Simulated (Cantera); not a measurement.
A closed system holds: 1 mol SiHCl₃, 0.95 mol C₂H₂, 20 mol H₂, at 1900 Pa.

These are equilibrium values from Cantera (NASA tables, ideal gas, pure condensed phases), not measurements of a reactor. Candidate condensed phases: C, C₆H₆, C₇H₈, C₈H₁₈, Si, SiC; 109 gas species. The tables' values for SiCl are old estimates; treat these amounts as uncertain. The numbers say what is thermodynamically allowed, not how fast it happens.

**Question.** At 2023 K, list the 5 most abundant gas species with their mole fractions, and the condensed phases.

**Answer.** H₂ 0.859, HCl 0.123, H 0.0128, SiCl₂ 0.00246, Cl 0.00136. Condensed: C(graphite) + SiC(s).
